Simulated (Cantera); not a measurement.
A freely propagating, adiabatic, planar premixed flame of H2 : O2 : N2 = 1 : 0.562 : 2.42 (molar parts), equivalence ratio 0.89, unburnt at 300 K and 82.5 Torr; mixture-averaged transport, grid criteria slope 0.08 and curve 0.16, no radiation.

Model: the H2/O2 subset of GRI-Mech 3.0, which has no nitrogen chemistry, integrated in Cantera. Burning velocities carry a grid error of a few per cent, more on coarse grids.

Problem. What does this change do: O2 0.562 to 0.44 parts?

Solution. 
```json
[
 {"quantity": "laminar burning velocity", "before": "151 cm/s", "after": "143 cm/s"},
 {"quantity": "thermal thickness", "before": "6.58 mm", "after": "6.95 mm"},
 {"quantity": "peak x(HO2)", "before": "0.000113", "after": "9.74e-5"},
 {"quantity": "peak x(H2O2)", "before": "4.36e-5", "after": "4.09e-5"},
 {"quantity": "peak x(OH)", "before": "0.0113", "after": "0.00688"},
 {"quantity": "peak x(H)", "before": "0.0531", "after": "0.0595"}
]
```

Problem. What does this change do: N2 2.42 to 3.1 parts?

Solution. 
```
quantity                    before     after
------------------------  --------  --------
laminar burning velocity  151 cm/s  110 cm/s
thermal thickness          6.58 mm   6.84 mm
peak x(HO2)               0.000113   9.28e-5
peak x(H2O2)               4.36e-5   3.62e-5
peak x(OH)                  0.0113   0.00687
peak x(H)                   0.0531    0.0380
```

Problem. What does this change do: inlet temperature 300 to 525 K?

Solution. 
```
quantity                    before     after
------------------------  --------  --------
laminar burning velocity  151 cm/s  381 cm/s
thermal thickness          6.58 mm   8.42 mm
peak x(HO2)               0.000113   5.41e-5
peak x(H2O2)               4.36e-5   2.10e-6
peak x(OH)                  0.0113    0.0145
peak x(H)                   0.0531    0.0685
```
